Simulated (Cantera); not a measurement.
An isothermal, constant-pressure homogeneous reactor starts with NH₃ : H₂ = 1 : 0.31 (molar parts), at 1575 K and 0.0220 bar. Integrator tolerance rtol = 1e-08.

Cantera simulation using the gas-phase N/H chemistry of the illustrative SiF4/NH3 mechanism in the Surface Chemkin manual (1991); the numbers are that mechanism's predictions, not measurements. Walls and surfaces, which speed up NH3 decomposition in real reactors, are not modelled.

Question: What does this change do: temperature 1575 to 1598 K?

Answer: 
```csv
quantity,before,after
x(NH₃) at 8.00 s,0.714 (gas-phase equilibrium 3.50e-7),0.694 (gas-phase equilibrium 3.29e-7)
x(H₂) at 8.00 s,0.272 (gas-phase equilibrium 0.783),0.286 (gas-phase equilibrium 0.783)
x(N₂H₄) at 8.00 s,1.11e-8 (gas-phase equilibrium <1e-12),1.12e-8 (gas-phase equilibrium <1e-12)
x(H) at 8.00 s,1.86e-5 (gas-phase equilibrium 0.000250),2.31e-5 (gas-phase equilibrium 0.000320)
x(N) at 8.00 s,1.89e-8 (gas-phase equilibrium 1.18e-12),2.59e-8 (gas-phase equilibrium 2.00e-12)
```
